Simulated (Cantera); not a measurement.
A perfectly stirred reactor is fed with 3.16 % CH4, 14.7 % O2, 82.1 % N2, equivalence ratio 0.43, at 100000 Pa; it is adiabatic with a 625 K inlet, and is followed from long to short residence time, starting on the burning branch (τ in s: 0.024, 0.012, 0.0061, 0.0031, 0.0015, 0.00076, 0.00038, 0.00019, 9.5e-05).

Computed with Cantera and GRI-Mech 3.0 (53 species, 325 reactions).

One state of this run: T (K) = 1342; x CH4 = 0.000216; x O2 = 0.0852; x H = 3.23e-5; x CH3 = 1.34e-5; x NO = 2.33e-7. x: mole fraction; the columns are a selection and need not sum to one.

Q: Which value of τ (s) does it belong to?
A) 0.012
B) 9.5e-5
C) 0.0015
D) 0.00076

A: A, 0.012
